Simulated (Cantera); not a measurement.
Premixed flame

A freely propagating, adiabatic, planar premixed flame of 9.51 % CH4, 19.0 % O2, 71.5 % N2, equivalence ratio 1.0, unburnt at 323 K and 81000 Pa; multicomponent+Soret transport, grid criteria slope 0.08 and curve 0.16, no radiation.

Model: GRI-Mech 3.0 (53 species, 325 reactions), integrated in Cantera. Burning velocities carry a grid error of a few per cent, more on coarse grids.

| z (mm) | T (K) | u (m/s) | x CH4 | x O2 | x C2H | x O | x C2H6 | x NO2 |
|---|---|---|---|---|---|---|---|---|
| -1.55 | 323 | 0.458 | 0.0950 | 0.190 | <1e-8 | <1e-8 | <1e-8 | <1e-8 |
| -1.03 | 324 | 0.459 | 0.0949 | 0.190 | <1e-8 | <1e-8 | 6.44e-8 | <1e-8 |
| -0.773 | 327 | 0.465 | 0.0943 | 0.190 | <1e-8 | <1e-8 | 6.93e-7 | <1e-8 |
| -0.515 | 377 | 0.537 | 0.0897 | 0.187 | <1e-8 | 1.78e-8 | 2.25e-5 | 8.37e-8 |
| -0.258 | 823 | 1.19 | 0.0638 | 0.153 | <1e-8 | 5.00e-6 | 0.000567 | 1.64e-7 |
| -0.129 | 1273 | 1.86 | 0.0356 | 0.109 | <1e-8 | 8.89e-5 | 0.000850 | 3.23e-8 |
| 0 | 1681 | 2.48 | 0.00802 | 0.0593 | 1.01e-7 | 0.000800 | 9.24e-5 | <1e-8 |
| 0.129 | 1838 | 2.70 | 0.000467 | 0.0323 | 6.19e-8 | 0.00269 | 2.69e-7 | <1e-8 |
| 0.258 | 1883 | 2.76 | 1.29e-5 | 0.0239 | <1e-8 | 0.00348 | <1e-8 | <1e-8 |
| 0.515 | 1936 | 2.82 | 1.90e-8 | 0.0195 | <1e-8 | 0.00328 | <1e-8 | <1e-8 |
| 1.03 | 2002 | 2.91 | <1e-8 | 0.0167 | <1e-8 | 0.00255 | <1e-8 | <1e-8 |
| 2.06 | 2075 | 3.00 | <1e-8 | 0.0138 | <1e-8 | 0.00171 | <1e-8 | <1e-8 |
| 4.12 | 2140 | 3.08 | <1e-8 | 0.0110 | <1e-8 | 0.00103 | <1e-8 | <1e-8 |
x: mole fraction of selected species; z is measured from the peak of heat release.

```yaml
laminar_burning_velocity: 45.8 cm/s
thermal_thickness: 0.515 mm
peak x(C2H): 1.48e-7
peak x(O): 0.00352
peak x(C2H6): 0.000902
grid_points: 155
```
